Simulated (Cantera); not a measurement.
Gas mixture: 100 % H2O, at 42.0 Torr, frozen composition.

Cantera's kinetic-theory transport with the Lennard-Jones parameters of GRI-Mech 3.0, ideal gas; thermal conductivity in the multicomponent form. Polar gases are described roughly by these parameters.

D: mixture-averaged diffusion coefficient of that species in the mixture.

```json
[
 {"T (K)": "400", "ρ (kg/m³)": "0.0303", "cp (J/kg/K)": "1902", "μ (µPa s)": "14.0", "λ (mW/m/K)": "36.8", "Pr": "0.722", "D (cm²/s) H2O": "0.000", "D (cm²/s) C2H2": "5.46", "D (cm²/s) O": "11.7"},
 {"T (K)": "550", "ρ (kg/m³)": "0.0221", "cp (J/kg/K)": "1985", "μ (µPa s)": "19.6", "λ (mW/m/K)": "54.3", "Pr": "0.716", "D (cm²/s) H2O": "0.000", "D (cm²/s) C2H2": "10.1", "D (cm²/s) O": "20.9"},
 {"T (K)": "700", "ρ (kg/m³)": "0.0173", "cp (J/kg/K)": "2082", "μ (µPa s)": "25.2", "λ (mW/m/K)": "73.7", "Pr": "0.714", "D (cm²/s) H2O": "0.000", "D (cm²/s) C2H2": "15.9", "D (cm²/s) O": "32.1"},
 {"T (K)": "850", "ρ (kg/m³)": "0.0143", "cp (J/kg/K)": "2185", "μ (µPa s)": "?", "λ (mW/m/K)": "?", "Pr": "0.713", "D (cm²/s) H2O": "0.000", "D (cm²/s) C2H2": "?", "D (cm²/s) O": "?"},
 {"T (K)": "1000", "ρ (kg/m³)": "0.0121", "cp (J/kg/K)": "2292", "μ (µPa s)": "36.2", "λ (mW/m/K)": "116", "Pr": "0.714", "D (cm²/s) H2O": "0.000", "D (cm²/s) C2H2": "30.2", "D (cm²/s) O": "59.6"},
 {"T (K)": "1150", "ρ (kg/m³)": "0.0106", "cp (J/kg/K)": "2401", "μ (µPa s)": "41.5", "λ (mW/m/K)": "140", "Pr": "0.715", "D (cm²/s) H2O": "0.000", "D (cm²/s) C2H2": "38.7", "D (cm²/s) O": "75.7"},
 {"T (K)": "1300", "ρ (kg/m³)": "0.00933", "cp (J/kg/K)": "2502", "μ (µPa s)": "46.7", "λ (mW/m/K)": "163", "Pr": "0.716", "D (cm²/s) H2O": "0.000", "D (cm²/s) C2H2": "47.9", "D (cm²/s) O": "93.2"},
 {"T (K)": "1450", "ρ (kg/m³)": "0.00837", "cp (J/kg/K)": "2596", "μ (µPa s)": "?", "λ (mW/m/K)": "?", "Pr": "0.717", "D (cm²/s) H2O": "0.000", "D (cm²/s) C2H2": "?", "D (cm²/s) O": "?"},
 {"T (K)": "1600", "ρ (kg/m³)": "0.00758", "cp (J/kg/K)": "2681", "μ (µPa s)": "56.4", "λ (mW/m/K)": "211", "Pr": "0.718", "D (cm²/s) H2O": "0.000", "D (cm²/s) C2H2": "68.5", "D (cm²/s) O": "132"}
]
```

Task: Fill in the missing entries.

Result: 
- 850, μ (µPa s): 30.8
- 850, λ (mW/m/K): 94.4
- 850, D (cm²/s) C2H2: 22.6
- 850, D (cm²/s) O: 45.1
- 1450, μ (µPa s): 51.6
- 1450, λ (mW/m/K): 187
- 1450, D (cm²/s) C2H2: 57.9
- 1450, D (cm²/s) O: 112
